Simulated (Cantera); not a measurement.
Input: 1 mol Al₂O₃, 1.6 mol H₂, held at 870 Pa.

Equilibrium computed with Cantera from the NASA thermochemical tables; the gas is ideal and each condensed phase is pure. Candidate condensed phases: Al, Al₂O₃, H₂O; 19 gas species. The tables' values for AlOH are old estimates; treat these amounts as uncertain. Kinetics and transport are ignored. All values below are at 2025 K.

Base state: H₂ 0.978, H 0.0204, H₂O 0.000747, Al 0.000378, Al₂O 7.55e-5, AlOH 3.28e-5 (mole fractions); condensed: Al₂O₃(s).

**Question.** What changes in the equilibrium state with this change: 0.054 mol O₂ added?

**Answer.** 
| species | before | after |
|---|---|---|
| H₂ | 0.978 | 0.913 |
| H₂O | 0.000747 | 0.0667 |
| H | 0.0204 | 0.0197 |
| AlOH | 3.28e-5 | 3.24e-6 |
| Al₂O | 7.55e-5 | 8.27e-9 |
| Al | 0.000378 | 4.04e-7 |
| OH | 1.63e-6 | 0.000150 |
| Al₂O₃(s), mol | 1.000 | 1.000 |
